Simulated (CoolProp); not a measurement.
Model: reference Helmholtz-energy equation of state, Lemmon 2006, in CoolProp. It is a short technical equation, of lower accuracy than the large ones.

Q: Give the vapour pressure (MPa), vapour density (kg/m³), enthalpy of vaporisation (kJ/kg), liquid cp (kJ/(kg K)) of saturated nitrous oxide at 260.6, 267, 279.9 K.

A: 
```
T (K)  p (MPa)  vapour density (kg/m³)  enthalpy of vaporisation (kJ/kg)  liquid cp (kJ/(kg K))
-----  -------  ----------------------  --------------------------------  ---------------------
260.6     2.23                    58.6                               262                   2.07
267       2.66                    71.0                               248                   2.16
279.9     3.70                     104                               215                   2.45
```
